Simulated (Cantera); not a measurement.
What does this Cantera script print?

```python
import numpy as np
import cantera as ct

gas_names = """
    F F2 N NF NF2 NF3 N2 Pb PbF PbF2 PbF4 Pb2
""".split()
cond_names = """
    Pb(cr) Pb(L) PbF2(a) PbF2(b) PbF2(L)
""".split()


# ... load() reads the species with a 1 bar reference pressure and builds the phases ...
atoms = {
    'PbF2': {'Pb': 1, 'F': 2},
    'N2': {'N': 2},
}
top_T = {}  # K; cautious upper limits of use, not melting points


# ... equilibrate(T, P, feed) seeds the gas with the atoms and calls Mixture.equilibrate('TP', solver="vcs", rtol=1e-11, max_steps=5000) ...
results = []
T = 1650  # K
P = 6.4  # Pa
for m in [6.7, 10, 15, 24, 36, 55, 83, 130, 190, 290]:
    feed = {'PbF2': 1, 'N2': m}  # mol
    mix = equilibrate(T, P, feed)
    results.append((T, P, feed, dict(zip(mix.species_names, mix.species_moles))))

top = {s: max(r[3][s] / sum(r[3][g] for g in gas_names) for r in results) for s in gas_names}
cols = sorted((s for s in top if top[s] > 1e-05), key=lambda s: -top[s])[:5]
seen = [c for c in cond_names if any(r[3].get(c, 0) > 1e-12 for r in results)]
print("log10 of partial pressures in bar; condensed amounts in mol")
print(f"{'n(N2)':>10s}" + "".join(f"{s[:9]:>10s}" for s in cols + seen))
for T, P, feed, n in results:
    ng = sum(n[g] for g in gas_names)
    print(f"{feed['N2']:10.4g}" + "".join(f"{np.log10(max(n[s] / ng * P / 1e5, 1e-99)):10.3f}" for s in cols)
          + "".join(f"{n.get(c, 0):10.4g}" for c in seen))
```

Output:

```
log10 of partial pressures in bar; condensed amounts in mol
     n(N2)        N2      PbF2      PbF4        Pb       PbF
       6.7    -4.256    -5.282    -5.888    -5.987    -6.135
        10    -4.237    -5.437    -6.051    -6.135    -6.286
        15    -4.223    -5.600    -6.225    -6.286    -6.443
        24    -4.213    -5.794    -6.438    -6.462    -6.628
        36    -4.207    -5.965    -6.634    -6.608    -6.787
        55    -4.203    -6.148    -6.854    -6.754    -6.951
        83    -4.200    -6.329    -7.084    -6.885    -7.107
       130    -4.198    -6.532    -7.361    -7.014    -7.273
       190    -4.197    -6.711    -7.622    -7.112    -7.412
       290    -4.196    -6.923    -7.947    -7.210    -7.567
```

Method: chemical equilibrium by Gibbs-energy minimisation in Cantera with the NASA 1993 tables (ideal gas, pure condensed phases).
